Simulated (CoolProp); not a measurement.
Ethanol at 535.39 K and 0.498 MPa is throttled through a valve to 0.337 MPa with no heat exchange. Each further row changes one setting.

Values from CoolProp's reference Helmholtz-energy equation of state, Schroeder 2014.

```tsv
case	temperature change (K)	final density (kg/m³)
as stated	[?]	[?]
outlet pressure 0.101 MPa	[?]	[?]
outlet pressure 0.438 MPa	-0.5	4.62
```

Task: Some entries are withheld; supply them.

Result: 
- as stated, temperature change (K): -1.4
- as stated, final density (kg/m³): 3.54
- outlet pressure 0.101 MPa, temperature change (K): -3.4
- outlet pressure 0.101 MPa, final density (kg/m³): 1.06
